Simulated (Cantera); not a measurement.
A closed system holds: 1 mol Si₃N₄, 0.16 mol H₂O, 51 mol H₂.

Cantera equilibrium calculation (NASA polynomials, part measured and part estimated; ideal gas, pure solids and liquids). Candidate condensed phases: H₂O, Si, SiO₂, Si₂N₂O, Si₃N₄; 35 gas species. Mutual solubility and eutectic melting of coexisting phases are not modelled. Equilibrium is a limit: real reactors are often held back by kinetics, nucleation or transport.

Stable condensed phases, one row left out:

```
T in °C \ P in Pa
            0.10    0.50     2.5      13      63     320    1600    7900   40000  200000 1000000
   1050        A       A       B       C       C       D       D       D       D       D       D
   1000        A       B       C       C       D       D       D       D       D       D       D
    950        B       C       C       D       D       D       D       D       D       D       D
    900        C       C       D       D       D       D       D       D       D       D       D
    850        C       D       D       D       D       D       D       D       D       D       D
    750        D       D       D       D       D       D       D       D       D       D       D
    700        D       D       D       D       D       D       D       D       D       D       D
    650        D       D       D       D       D       D       D       D       D       D       D
```

A: Si; B: Si + Si₂N₂O; C: Si + Si₂N₂O + Si₃N₄; D: Si₂N₂O + Si₃N₄.

Q: Give the row for 800 °C.

A: 0.10: Si₂N₂O + Si₃N₄; 0.50: Si₂N₂O + Si₃N₄; 2.5: Si₂N₂O + Si₃N₄; 13: Si₂N₂O + Si₃N₄; 63: Si₂N₂O + Si₃N₄; 320: Si₂N₂O + Si₃N₄; 1600: Si₂N₂O + Si₃N₄; 7900: Si₂N₂O + Si₃N₄; 40000: Si₂N₂O + Si₃N₄; 200000: Si₂N₂O + Si₃N₄; 1000000: Si₂N₂O + Si₃N₄.
